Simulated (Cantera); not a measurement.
A closed system holds: 1 mol MgCO3, 1.4 mol CO2, 5.2 mol H2O, at 300 °C and 750 Torr.

Method: chemical equilibrium by Gibbs-energy minimisation in Cantera with the NASA 1993 tables (ideal gas, pure condensed phases). Candidate condensed phases: C, C6H6, C7H8, C8H18, H2O, Mg, MgCO3, MgO, Mg(OH)2; 116 gas species. Kinetics and transport are ignored.

Base state: H2O 0.788, CO2 0.212 (mole fractions); condensed: MgCO3(s).

Question: What changes in the equilibrium state with this change: pressure from 750 Torr to 75.0 Torr?

Answer: 
```tsv
species	before	after
H2O	0.788	0.733
CO2	0.212	0.267
MgCO3(s), mol	1.00	0.510
MgO(s), mol	0	0.490
```
